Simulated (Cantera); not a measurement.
What does this Cantera script print?

```python
import numpy as np
import cantera as ct

gas = ct.Solution("gri30.yaml")
gas.TPX = 1023, 50000, {'CH3OH': 1, 'O2': 1.6, 'N2': 6}
reactor = ct.IdealGasReactor(gas, energy="on", clone=False)
net = ct.ReactorNet([reactor])
net.rtol, net.atol = 1e-08, 1e-16
show = ['CH3OH', 'O2', 'HCN', 'CO2', 'CH2', 'HO2']
times = np.geomspace(8e-06, 2, 10)

steps = ct.SolutionArray(gas, extra=["t"])
rows = []
print(f"{'t/s':>10s}{'T/K':>9s}{'P/Pa':>11s}" + "".join(f"{s:>11s}" for s in show))
for t in times:
    while net.time < t:
        t_next = net.step()
        steps.append(gas.state, t=t_next)
    rows.append([np.interp(t, steps.t, y) for y in (steps.T, steps.P, *steps(*show).X.T)])
    print(f"{t:10.3e}{rows[-1][0]:9.1f}{rows[-1][1]:11.4g}" + "".join(f"{x:11.3e}" for x in rows[-1][2:]))
rate = np.gradient(steps.T, steps.t)
print("integrator steps:", len(steps.t))
if steps.T.max() > steps.T[0] + 200:
    print(f"time of steepest temperature rise: {steps.t[rate.argmax()]:.4e} s")
gas.TPX = 1023, 50000, {'CH3OH': 1, 'O2': 1.6, 'N2': 6}
gas.equilibrate("UV")
print(f"equilibrium (UV): T = {gas.T:.1f} K  " + "  ".join(f"{s} {gas[s].X[0]:.3e}" for s in show))
```

It prints:

```
       t/s      T/K       P/Pa      CH3OH         O2        HCN        CO2        CH2        HO2
 8.000e-06   1023.0      5e+04  1.163e-01  1.860e-01  2.739e-26  5.310e-12  2.231e-13  5.999e-11
 3.183e-05   1023.0      5e+04  1.163e-01  1.860e-01  1.233e-25  2.144e-11  2.231e-13  2.868e-10
 1.267e-04   1023.0      5e+04  1.163e-01  1.860e-01  5.127e-25  8.562e-11  2.231e-13  1.288e-09
 5.040e-04   1023.0      5e+04  1.163e-01  1.860e-01  2.104e-24  3.410e-10  2.231e-13  5.881e-09
 2.005e-03   1023.0      5e+04  1.163e-01  1.860e-01  8.502e-24  1.357e-09  2.231e-13  2.497e-08
 7.979e-03   1023.0      5e+04  1.163e-01  1.860e-01  3.415e-23  5.400e-09  2.231e-13  1.009e-07
 3.175e-02   1023.0      5e+04  1.163e-01  1.860e-01  1.409e-22  2.149e-08  2.231e-13  3.944e-07
 1.263e-01   1023.0      5e+04  1.163e-01  1.860e-01  7.950e-22  8.566e-08  2.232e-13  1.469e-06
 5.026e-01   1026.9  5.023e+04  1.149e-01  1.853e-01  1.559e-19  1.412e-06  2.610e-13  3.963e-05
 2.000e+00   2684.7  1.439e+05  1.556e-16  2.462e-02  7.049e-10  7.123e-02  6.819e-15  6.701e-06
integrator steps: 2297
time of steepest temperature rise: 5.5558e-01 s
equilibrium (UV): T = 2684.7 K  CH3OH 1.614e-16  O2 2.462e-02  HCN 7.049e-10  CO2 7.123e-02  CH2 7.617e-15  HO2 6.701e-06
```

Computed with Cantera and GRI-Mech 3.0 (53 species, 325 reactions). GRI-Mech 3.0 was tuned for natural gas; its chemistry of methanol as a main component is partial and can be far from experiment.
